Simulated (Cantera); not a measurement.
Predominance diagram of Ta at 1875 K against the partial pressures of O2 and CO (log10, bar). Cantera with NASA thermochemical tables; ideal gases at 1 bar, condensed phases pure. Candidates: Ta(s), TaC(s), Ta2O5(s). Only these pure phases compete in this equilibrium. TaC: taken at fixed stoichiometry. Not in the tables: Ta2C.

Which phase is stable at these pairs, and which metal-bearing vapour leads over it? (-5.4, -2.5); (0, -6.6); (-12, -8); (-5.4, -1.8); (-6, 0.3); (-4.2, -3.8); (-7.8, -2.5)


| log p(O2) | log p(CO) | phase | chief vapour | log p (bar) |
|---|---|---|---|---|
| -5.4 | -2.5 | Ta2O5(s) | TaO2 | -9.1 |
| 0 | -6.6 | Ta2O5(s) | TaO2 | -10.5 |
| -12 | -8 | Ta2O5(s) | TaO2 | -7.5 |
| -5.4 | -1.8 | Ta2O5(s) | TaO2 | -9.1 |
| -6 | 0.3 | Ta2O5(s) | TaO2 | -9.0 |
| -4.2 | -3.8 | Ta2O5(s) | TaO2 | -9.4 |
| -7.8 | -2.5 | Ta2O5(s) | TaO2 | -8.5 |
